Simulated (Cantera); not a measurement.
An adiabatic, constant-volume homogeneous reactor starts with CH4 : O2 : N2 = 1 : 1.82 : 6.84 (molar parts), at 1798 K and 3.50 bar. Integrator tolerance rtol = 1e-08.

Model: GRI-Mech 3.0 (53 species, 325 reactions), integrated in Cantera. Above 3000 K some thermodynamic fits are extrapolated.

Q: What does this change do: N2 6.84 to 12 parts?

A: 
```json
[
 {"quantity": "time of steepest temperature rise", "before": "36.8 µs", "after": "54.7 µs"},
 {"quantity": "temperature at 1.00 s", "before": "3124 K", "after": "2904 K"},
 {"quantity": "equilibrium temperature", "before": "3124 K", "after": "2904 K"},
 {"quantity": "x(CH4) at 1.00 s", "before": "<1e-12 (gas-phase equilibrium <1e-12)", "after": "<1e-12 (gas-phase equilibrium <1e-12)"},
 {"quantity": "x(O2) at 1.00 s", "before": "0.0147 (gas-phase equilibrium 0.0147)", "after": "0.00712 (gas-phase equilibrium 0.00712)"},
 {"quantity": "x(CH2O) at 1.00 s", "before": "4.91e-9 (gas-phase equilibrium 4.91e-9)", "after": "1.36e-9 (gas-phase equilibrium 1.36e-9)"},
 {"quantity": "x(NO2) at 1.00 s", "before": "4.79e-6 (gas-phase equilibrium 4.79e-6)", "after": "2.15e-6 (gas-phase equilibrium 2.15e-6)"},
 {"quantity": "x(C2H4) at 1.00 s", "before": "<1e-12 (gas-phase equilibrium <1e-12)", "after": "<1e-12 (gas-phase equilibrium <1e-12)"},
 {"quantity": "x(C2H) at 1.00 s", "before": "<1e-12 (gas-phase equilibrium <1e-12)", "after": "<1e-12 (gas-phase equilibrium <1e-12)"},
 {"quantity": "x(CH3) at 1.00 s", "before": "1.58e-12 (gas-phase equilibrium 2.01e-12)", "after": "<1e-12 (gas-phase equilibrium <1e-12)"}
]
```

Q: What does this change do: pressure from 3.50 bar to 4.60 bar?

A: 
| quantity | before | after |
|---|---|---|
| time of steepest temperature rise | 36.8 µs | 29.3 µs |
| temperature at 1.00 s | 3124 K | 3152 K |
| equilibrium temperature | 3124 K | 3152 K |
| x(CH4) at 1.00 s | <1e-12 (gas-phase equilibrium <1e-12) | <1e-12 (gas-phase equilibrium <1e-12) |
| x(O2) at 1.00 s | 0.0147 (gas-phase equilibrium 0.0147) | 0.0141 (gas-phase equilibrium 0.0141) |
| x(CH2O) at 1.00 s | 4.91e-9 (gas-phase equilibrium 4.91e-9) | 6.32e-9 (gas-phase equilibrium 6.32e-9) |
| x(NO2) at 1.00 s | 4.79e-6 (gas-phase equilibrium 4.79e-6) | 5.38e-6 (gas-phase equilibrium 5.38e-6) |
| x(C2H4) at 1.00 s | <1e-12 (gas-phase equilibrium <1e-12) | <1e-12 (gas-phase equilibrium <1e-12) |
| x(C2H) at 1.00 s | <1e-12 (gas-phase equilibrium <1e-12) | <1e-12 (gas-phase equilibrium <1e-12) |
| x(CH3) at 1.00 s | 1.58e-12 (gas-phase equilibrium 2.01e-12) | 2.26e-12 (gas-phase equilibrium 2.85e-12) |
